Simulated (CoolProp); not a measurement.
Saturated liquid density (kg/m³) of nitrous oxide: the reference equation beside estimates from Tc = 309.5 K, pc = 7245 kPa, ω = 0.161. Rackett uses Z = 0.29056 − 0.08775 ω.

Model: reference Helmholtz-energy equation of state, Lemmon 2006, in CoolProp. It is a short technical equation, of lower accuracy than the large ones.

```tsv
T (K)	reference	Rackett	Soave-Redlich-Kwong	Peng-Robinson
190.4	1213	1193	1128	1275
201.1	1181	1162	1098	1241
211.8	1147	1130	1064	1205
222.5	1112	1097	1028	1165
233.2	1075	1061	[?]	1121
243.9	1035	1023	944.8	1072
254.5	992.5	[?]	896.8	1018
265.2	945.6	[?]	842.3	955.2
275.9	892.8	[?]	779.7	[?]
286.6	830.8	[?]	705.5	[?]
297.3	750.7	747.0	611.0	[?]
```

Problem. Fill in the missing entries.

Solution. 
- 233.2, Soave-Redlich-Kwong: 988.5
- 254.5, Rackett: 982.8
- 265.2, Rackett: 937.6
- 275.9, Rackett: 886.5
- 275.9, Peng-Robinson: 882.9
- 286.6, Rackett: 826.0
- 286.6, Peng-Robinson: 796.3
- 297.3, Peng-Robinson: 684.9

Absolute difference from the reference over all 11 rows, mean and median: Rackett 1.1 and 1.2 %, Soave-Redlich-Kwong 10.2 and 8.7 %, Peng-Robinson 4.1 and 4.3 %.
